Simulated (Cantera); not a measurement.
# Pyrogenic steam for wet oxidation

A perfectly stirred reactor is fed with H2 : O2 : N2 = 1 : 1 : 0.83 (molar parts), at 0.987 atm; it is held at 800 K, and followed from long to short residence time.

Cantera simulation using GRI-Mech 3.0 (53 species, 325 reactions); the numbers are that mechanism's predictions, not measurements. Below about 950 K walls govern HO2 and H2O2 in real vessels. The temperature is held fixed by assumption; the heat of reaction is taken as removed at once.

```json
[
 {"τ (s)": "16", "x H2": "0.327", "x O2": "0.342", "x H2O": "0.0306", "x H": "2.68e-9", "x OH": "6.14e-10"},
 {"τ (s)": "5.0", "x H2": "0.351", "x O2": "0.352", "x H2O": "0.00274", "x H": "1.05e-9", "x OH": "1.69e-10"},
 {"τ (s)": "1.5", "x H2": "0.353", "x O2": "0.353", "x H2O": "6.32e-5", "x H": "1.12e-10", "x OH": "1.31e-11"},
 {"τ (s)": "0.47", "x H2": "0.353", "x O2": "0.353", "x H2O": "1.81e-6", "x H": "1.73e-11", "x OH": "1.20e-12"},
 {"τ (s)": "0.14", "x H2": "0.353", "x O2": "0.353", "x H2O": "2.93e-8", "x H": "1.75e-12", "x OH": "<1e-12"},
 {"τ (s)": "0.044", "x H2": "0.353", "x O2": "0.353", "x H2O": "1.75e-9", "x H": "<1e-12", "x OH": "<1e-12"},
 {"τ (s)": "0.013", "x H2": "0.353", "x O2": "0.353", "x H2O": "2.57e-10", "x H": "<1e-12", "x OH": "<1e-12"},
 {"τ (s)": "0.0041", "x H2": "0.353", "x O2": "0.353", "x H2O": "6.41e-11", "x H": "<1e-12", "x OH": "<1e-12"},
 {"τ (s)": "0.0013", "x H2": "0.353", "x O2": "0.353", "x H2O": "1.88e-11", "x H": "<1e-12", "x OH": "<1e-12"},
 {"τ (s)": "0.00039", "x H2": "0.353", "x O2": "0.353", "x H2O": "5.44e-12", "x H": "<1e-12", "x OH": "<1e-12"}
]
```
x: mole fraction; the columns are a selection and need not sum to one.
